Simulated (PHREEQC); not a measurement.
**Buffer: speciation**

A solution holds 0.13 mol H3PO4 and 0.0027 mol NaF per kg of water, at 20 °C. Closed to the air; pH follows from the charge balance.

The numbers come from PHREEQC with the ion-association model, wateq4f.dat.

Each row changes one thing in this solution. Precipitation was switched off in this run.

```csv
case,pH,ionic strength (mol/kgw),HF (mol/kgw),F- (mol/kgw),HF2- (mol/kgw)
as made,1.59,0.0323,0.00257,8.69e-5,8.28e-7
diluted 2-fold with water,1.76,0.0210,0.00128,6.19e-5,2.93e-7
H3PO4 from 0.13 to 0.065 mol/kgw,1.77,0.0216,0.00253,0.000128,1.19e-6
NaF from 0.0027 to 0.00135 mol/kgw,1.58,0.0317,0.00130,4.27e-5,2.05e-7
NaF replaced by HF at the same molality,1.57,0.0311,0.00257,8.26e-5,7.88e-7
temperature from 20 to 5 °C,1.55,0.0351,0.00253,0.000101,8.06e-7
H3PO4 left out,7.40,0.00270,1.38e-7,0.00270,1.37e-9
```

H3PO4, which wateq4f.dat lacks, is added to it with the constant of phreeqc.dat. Constants without temperature data keep their 25 °C values here.
